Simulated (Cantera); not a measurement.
A perfectly stirred reactor is fed with NO : N₂ = 1 : 0.13 (molar parts), at 14.3 Torr; it is held at 2125 K, and followed from long to short residence time.

Detailed kinetics in Cantera: GRI-Mech 3.0 (53 species, 325 reactions). Radical loss at walls, strong at low pressure, is not modelled.

Question: Predict: x(NO) at τ = 4.10 s; x(O₂) at τ = 4.10 s; x(N₂) at τ = 4.10 s; x(NO₂) at τ = 4.10 s; x(O) at τ = 4.10 s; x(NO) at τ = 24.0 ms; x(O₂) at τ = 24.0 ms; x(N₂) at τ = 24.0 ms; x(NO₂) at τ = 24.0 ms; x(O) at τ = 24.0 ms.

Answer: 
```
Property                Result
---------------------  -------
x(NO) at τ = 4.10 s      0.258
x(O₂) at τ = 4.10 s      0.308
x(N₂) at τ = 4.10 s      0.426
x(NO₂) at τ = 4.10 s   6.08e-5
x(O) at τ = 4.10 s     0.00674
x(NO) at τ = 24.0 ms     0.881
x(O₂) at τ = 24.0 ms   0.00135
x(N₂) at τ = 24.0 ms     0.117
x(NO₂) at τ = 24.0 ms  2.11e-5
x(O) at τ = 24.0 ms    0.00104
```
